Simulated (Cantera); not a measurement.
## HF + SO2 + N2 + H2O (abatement and gas-phase synthesis)

Charge: 1 mol HF, 0.057 mol SO2, 2.8 mol N2, 1.1 mol H2O, held at 0.390 bar.

Equilibrium computed with Cantera from the NASA thermochemical tables; the gas is ideal and each condensed phase is pure. Candidate condensed phases: H2O, H2SO4, S; 62 gas species. Rates play no part.

From 1377 °C to 1827 °C nothing is condensed.

```json
[
 {"T (°C)": "1377", "x N2": "0.565", "x H2O": "0.221", "x HF": "0.202", "x SO2": "0.0115", "x H2": "0.000357", "x OH": "7.70e-5", "x O2": "0.000136"},
 {"T (°C)": "1427", "x N2": "0.565", "x H2O": "0.221", "x HF": "0.202", "x SO2": "0.0115", "x H2": "0.000512", "x OH": "0.000119", "x O2": "0.000193"},
 {"T (°C)": "1477", "x N2": "0.565", "x H2O": "0.221", "x HF": "0.202", "x SO2": "0.0115", "x H2": "0.000720", "x OH": "0.000180", "x O2": "0.000269"},
 {"T (°C)": "1527", "x N2": "0.564", "x H2O": "0.221", "x HF": "0.202", "x SO2": "0.0115", "x H2": "0.000993", "x OH": "0.000265", "x O2": "0.000368"},
 {"T (°C)": "1577", "x N2": "0.564", "x H2O": "0.220", "x HF": "0.202", "x SO2": "0.0115", "x H2": "0.00134", "x OH": "0.000383", "x O2": "0.000494"},
 {"T (°C)": "1627", "x N2": "0.564", "x H2O": "0.220", "x HF": "0.202", "x SO2": "0.0114", "x H2": "0.00179", "x OH": "0.000541", "x O2": "0.000653"},
 {"T (°C)": "1677", "x N2": "0.564", "x H2O": "0.219", "x HF": "0.201", "x SO2": "0.0114", "x H2": "0.00235", "x OH": "0.000752", "x O2": "0.000850"},
 {"T (°C)": "1727", "x N2": "0.564", "x H2O": "0.218", "x HF": "0.201", "x SO2": "0.0114", "x H2": "0.00305", "x OH": "0.00103", "x O2": "0.00109"},
 {"T (°C)": "1777", "x N2": "0.563", "x H2O": "0.217", "x HF": "0.201", "x SO2": "0.0114", "x H2": "0.00389", "x OH": "0.00138", "x O2": "0.00138"},
 {"T (°C)": "1827", "x N2": "0.563", "x H2O": "0.215", "x HF": "0.201", "x SO2": "0.0113", "x H2": "0.00491", "x OH": "0.00182", "x O2": "0.00173"}
]
```
x: gas mole fraction; nothing condenses.
